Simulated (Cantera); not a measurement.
What does this Cantera script print?

```python
import numpy as np
import cantera as ct

gas_names = """
    Fe FeO Fe(OH)2 H HO2 H2 H2O H2O2 O OH O2 O3
""".split()
cond_names = """
    Fe(a) Fe(c) Fe(d) Fe(L) FeO(s) FeO(L) Fe(OH)2(s) Fe(OH)3(s) Fe2O3(s) Fe3O4(s) H2O(s) H2O(L)
""".split()


def load(file, names, dense=False):
    # The tables refer to 1 bar. Condensed volumes are neglected.
    table = {s.name: s for s in ct.Species.list_from_file(file)}
    out = []
    for n in names:
        d = dict(table[n].input_data)
        d["thermo"] = dict(d["thermo"], **{"reference-pressure": 1e5})
        if dense:
            d["equation-of-state"] = {"model": "constant-volume", "density": "1e6 g/cm^3"}
        out.append(ct.Species.from_dict(d))
    return out


gas = ct.Solution(thermo="ideal-gas", species=load("nasa_gas.yaml", gas_names))
cond = {s.name: ct.Solution(thermo="fixed-stoichiometry", species=[s], name=s.name)
        for s in load("nasa_condensed.yaml", cond_names, dense=True)}
atoms = {
    'Fe2O3': {'Fe': 2, 'O': 3},
    'H2': {'H': 2},
}
top_T = {'Fe2O3(s)': 1830, 'Fe3O4(s)': 1870}  # K; cautious upper limits of use, not melting points


def equilibrate(T, P, feed):
    n = {}
    for name, mol in feed.items():
        for a, k in atoms[name].items():
            n[a] = n.get(a, 0.0) + k * mol
    gas.TPX = T, P, n
    mass = sum(n.values()) * gas.mean_molecular_weight
    gas.equilibrate("TP")
    valid = [c for c in cond.values() if c.min_temp <= T <= top_T.get(c.name, c.max_temp)]
    mix = ct.Mixture([(gas, mass / gas.mean_molecular_weight)] + [(c, 0.0) for c in valid])
    mix.T, mix.P = T, P
    mix.equilibrate("TP", solver="vcs", rtol=1e-11, max_steps=5000)
    return mix


results = []
feed = {'Fe2O3': 1, 'H2': 330}  # mol
P = 1333.22  # Pa
for T in [1423, 1498, 1573, 1648, 1723, 1798, 1873, 1948, 2023, 2098, 2173, 2248]:
    mix = equilibrate(T, P, feed)
    results.append((T, P, feed, dict(zip(mix.species_names, mix.species_moles))))

top = {s: max(r[3][s] / sum(r[3][g] for g in gas_names) for r in results) for s in gas_names}
cols = sorted((s for s in top if top[s] > 1e-05), key=lambda s: -top[s])[:8]
seen = [c for c in cond_names if any(r[3].get(c, 0) > 1e-12 for r in results)]
print("log10 of partial pressures in bar; condensed amounts in mol")
print(f"{'T/K':>10s}" + "".join(f"{s[:9]:>10s}" for s in cols + seen))
for T, P, feed, n in results:
    ng = sum(n[g] for g in gas_names)
    print(f"{T:10.4g}" + "".join(f"{np.log10(max(n[s] / ng * P / 1e5, 1e-99)):10.3f}" for s in cols)
          + "".join(f"{n.get(c, 0):10.4g}" for c in seen))
```

Output:

```
log10 of partial pressures in bar; condensed amounts in mol
       T/K        H2         H       H2O        Fe        OH     Fe(c)     Fe(d)     Fe(L)
      1423    -1.879    -6.117    -3.917    -7.574    -9.818     1.999         0         0
      1498    -1.879    -5.704    -3.917    -6.842    -9.289     1.996         0         0
      1573    -1.879    -5.330    -3.917    -6.182    -8.810     1.984         0         0
      1648    -1.879    -4.990    -3.917    -5.584    -8.375     1.935         0         0
      1723    -1.880    -4.679    -3.917    -5.040    -7.977         0     1.774         0
      1798    -1.881    -4.394    -3.918    -4.543    -7.613         0     1.289         0
      1873    -1.884    -4.132    -3.921    -4.102    -7.279         0         0   0.02559
      1948    -1.886    -3.890    -3.922    -4.097    -6.969         0         0         0
      2023    -1.889    -3.666    -3.923    -4.099    -6.683         0         0         0
      2098    -1.893    -3.458    -3.926    -4.101    -6.417         0         0         0
      2173    -1.900    -3.266    -3.931    -4.104    -6.170         0         0         0
      2248    -1.909    -3.089    -3.937    -4.109    -5.941         0         0         0
```

Cantera equilibrium calculation (NASA polynomials, part measured and part estimated; ideal gas, pure solids and liquids).
